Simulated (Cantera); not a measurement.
An isothermal, constant-pressure homogeneous reactor starts with H2 : O2 : N2 = 0.0084 : 1 : 0.93 (molar parts), at 1223 K and 0.0267 bar.

Model: GRI-Mech 3.0 (53 species, 325 reactions), integrated in Cantera. Radical loss at walls, strong at low pressure, is not modelled.

x: mole fraction; the columns are a selection and need not sum to one.

```json
[
 {"t (s)": "0.000500", "x H2": "0.00433", "x O2": "0.516", "x NO2": "<1e-12", "x H2O2": "<1e-12", "x NO": "<1e-12", "x OH": "3.77e-9", "x H2O": "2.14e-9"},
 {"t (s)": "0.00140", "x H2": "0.00433", "x O2": "0.516", "x NO2": "<1e-12", "x H2O2": "4.87e-12", "x NO": "<1e-12", "x OH": "2.85e-8", "x H2O": "3.42e-8"},
 {"t (s)": "0.00389", "x H2": "0.00433", "x O2": "0.516", "x NO2": "<1e-12", "x H2O2": "4.32e-11", "x NO": "<1e-12", "x OH": "2.68e-6", "x H2O": "4.09e-6"},
 {"t (s)": "0.0109", "x H2": "0.000159", "x O2": "0.512", "x NO2": "<1e-12", "x H2O2": "?", "x NO": "1.00e-9", "x OH": "0.000583", "x H2O": "0.00377"},
 {"t (s)": "0.0303", "x H2": "1.33e-5", "x O2": "0.512", "x NO2": "1.21e-12", "x H2O2": "1.42e-8", "x NO": "5.66e-9", "x OH": "0.000335", "x H2O": "0.00410"},
 {"t (s)": "0.0847", "x H2": "8.81e-6", "x O2": "0.513", "x NO2": "3.50e-12", "x H2O2": "1.32e-8", "x NO": "1.38e-8", "x OH": "0.000274", "x H2O": "0.00416"},
 {"t (s)": "0.236", "x H2": "3.77e-6", "x O2": "0.514", "x NO2": "8.12e-12", "x H2O2": "?", "x NO": "2.30e-8", "x OH": "0.000180", "x H2O": "0.00424"},
 {"t (s)": "0.659", "x H2": "9.74e-7", "x O2": "0.515", "x NO2": "1.67e-11", "x H2O2": "?", "x NO": "3.00e-8", "x OH": "9.18e-5", "x H2O": "0.00429"},
 {"t (s)": "1.84", "x H2": "1.84e-7", "x O2": "0.515", "x NO2": "2.83e-11", "x H2O2": "?", "x NO": "3.42e-8", "x OH": "4.02e-5", "x H2O": "0.00432"},
 {"t (s)": "5.14", "x H2": "3.37e-8", "x O2": "0.515", "x NO2": "3.70e-11", "x H2O2": "5.11e-10", "x NO": "3.63e-8", "x OH": "1.73e-5", "x H2O": "0.00433"},
 {"t (s)": "14.3", "x H2": "7.15e-9", "x O2": "0.515", "x NO2": "4.53e-11", "x H2O2": "1.25e-10", "x NO": "3.74e-8", "x OH": "8.03e-6", "x H2O": "0.00434"},
 {"t (s)": "40.0", "x H2": "1.92e-9", "x O2": "0.515", "x NO2": "7.63e-11", "x H2O2": "3.59e-11", "x NO": "3.80e-8", "x OH": "4.18e-6", "x H2O": "0.00434"}
]
```

### Question
What belongs in the gaps?

### Answer

- 0.0109, x H2O2: 3.57e-8
- 0.236, x H2O2: 1.06e-8
- 0.659, x H2O2: 5.94e-9
- 1.84, x H2O2: 2.05e-9
